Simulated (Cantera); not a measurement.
Cantera run:

```python
import numpy as np
import cantera as ct

gas_names = """
    Cu CuF CuF2 Cu2 F F2 H HF H2 H2F2 H3F3 H4F4 H5F5 H6F6 H7F7 N NF NF2 NF3 NH NH2 NH3 N2 N2H2 N2H4
""".split()
cond_names = """
    Cu(cr) Cu(L) CuF2(s) CuF2(L)
""".split()


# ... load() reads the species with a 1 bar reference pressure and builds the phases ...
atoms = {
    'Cu': {'Cu': 1},
    'HF': {'H': 1, 'F': 1},
    'N2': {'N': 2},
}
top_T = {}  # K; cautious upper limits of use, not melting points


# ... equilibrate(T, P, feed) seeds the gas with the atoms and calls Mixture.equilibrate('TP', solver="vcs", rtol=1e-11, max_steps=5000) ...
results = []
feed = {'Cu': 1, 'HF': 3.1, 'N2': 1.1}  # mol
T = 1073  # K
P = 810  # Pa
mix = equilibrate(T, P, feed)
results.append((T, P, feed, dict(zip(mix.species_names, mix.species_moles))))
print(gas.report(threshold=1e-05))
for i in range(1, mix.n_phases):
    print(f"{mix.phase(i).name:16s} {mix.phase_moles(i):12.5e} mol")
```

Output:

```
       temperature   1073 K
          pressure   810 Pa
           density   0.0020069 kg/m^3
  mean mol. weight   22.104 kg/kmol
   phase of matter   gas

                          1 kg             1 kmol
                     ---------------   ---------------
          enthalpy       -8.0546e+06       -1.7804e+08  J
   internal energy       -8.4582e+06       -1.8696e+08  J
           entropy             11818        2.6123e+05  J/K
    Gibbs function       -2.0736e+07       -4.5835e+08  J
 heat capacity c_p              1410             31168  J/K
 heat capacity c_v            1033.9             22853  J/K

                      mass frac. Y      mole frac. X     chem. pot. / RT
                     ---------------   ---------------   ---------------
               CuF        5.0252e-05        1.3457e-05           -47.057
                HF           0.66803           0.73808           -58.535
                N2           0.33192            0.2619           -31.202
     [  +22 minor]        1.0176e-06        6.9255e-06

Cu(cr)            9.99943e-01 mol
CuF2(s)           0.00000e+00 mol
```

Equilibrium computed with Cantera from the NASA thermochemical tables; the gas is ideal and each condensed phase is pure.
